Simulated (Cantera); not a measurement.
Thermodynamics of aluminium nitride and oxide growth, feed AlCl3 + H2O + H2

A closed system holds: 1 mol AlCl3, 4.9 mol H2O, 2.3 mol H2, held at 1950 K.

Equilibrium computed with Cantera from the NASA thermochemical tables; the gas is ideal and each condensed phase is pure. Candidate condensed phases: Al, AlCl3, Al2O3, H2O; 29 gas species. Gases not in the tables: Al(OH)3. Rates play no part.

From 0.0750 Torr to 750 Torr the condensed part is Al2O3(s).

```tsv
P (Pa)	x H2O	x HCl	x H2	x H	x Cl	n Al2O3(s)
10	0.358	0.277	0.251	0.0574	0.0476	0.500
46	0.376	0.311	0.258	0.0271	0.0245	0.500
220	0.384	0.329	0.262	0.0125	0.0118	0.500
1000	0.388	0.337	0.263	0.00588	0.00565	0.500
4600	0.389	0.341	0.264	0.00274	0.00266	0.500
22000	0.390	0.343	0.264	0.00126	0.00122	0.500
100000	0.390	0.344	0.264	0.000589	0.000575	0.500
```
x: gas mole fraction; n: condensed amount in mol.
